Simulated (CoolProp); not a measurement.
Vapour-liquid equilibrium of benzene (1) + n-nonane (2) at 0.335 MPa; x and y are mole fractions of (1).

The numbers come from the multi-fluid Helmholtz-energy mixture model, Thol 2012 and Lemmon 2006; pair parameters Bell 2016 in CoolProp.

Q: Give the bubble temperature and the first vapour's composition at x = 0.05, 0.125, 0.8. Is there an azeotrope?

A: x = 0.05: 465.9 K, y = 0.203; x = 0.125: 453.4 K, y = 0.422; x = 0.8: 405.2 K, y = 0.945. No azeotrope shows between x = 0.05 and 0.95.

Pair parameters are fitted to limited data, so mixtures are less certain than the pure fluids.
